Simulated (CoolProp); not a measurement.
A simple Rankine cycle with isohexane: condensing at 317.15 K, boiler at 0.191 MPa, turbine inlet 369.7 K, turbine efficiency 0.85, pump efficiency 0.8, no recuperator. Each further row changes one setting.

The numbers come from the reference Helmholtz-energy equation of state, Lemmon 2006 in CoolProp. It is a short technical equation, of lower accuracy than the large ones.

| case | thermal efficiency (%) | net work (kJ/kg) | heat in (kJ/kg) | turbine exit temperature (K) | volume ratio over the turbine |
|---|---|---|---|---|---|
| as stated | 7.7 | 33.0 | 428 | 349.9 | 3.22 |
| turbine inlet 389.7 K | 7.5 | [?] | 470 | 370.1 | 3.20 |
| condensing temperature 309.15 K | [?] | [?] | [?] | 345.2 | 4.29 |
| boiler pressure 0.134 MPa | 5.5 | 23.6 | [?] | 356.1 | [?] |
| turbine efficiency 0.75 | 6.8 | 29.1 | 428 | 351.9 | 3.24 |

Problem. Complete the blanks.

Solution. 
- turbine inlet 389.7 K, net work (kJ/kg): 35.1
- condensing temperature 309.15 K, thermal efficiency (%): 9.2
- condensing temperature 309.15 K, net work (kJ/kg): 41.1
- condensing temperature 309.15 K, heat in (kJ/kg): 447
- boiler pressure 0.134 MPa, heat in (kJ/kg): 431
- boiler pressure 0.134 MPa, volume ratio over the turbine: 2.25
